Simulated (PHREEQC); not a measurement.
Solution (25 °C): 0.0014 mol CaSO4, 0.00027 mol CO2 and 6.8e-06 mol (NH4)2SiF6 per kg of water. Closed to the air; pH follows from the charge balance.

Computed with PHREEQC (ion-association model, wateq4f.dat).

Task: The ionic strength comes out as 0.00497 mol/kgw. What activity coefficients do H+, HCO3-, Ca+2, HSO4-, F- get?

Result: H+ 0.93, HCO3- 0.93, Ca+2 0.74, HSO4- 0.93, F- 0.93.

Precipitation was switched off in this run. SiF6-2 is the database's only silicon fluoride.
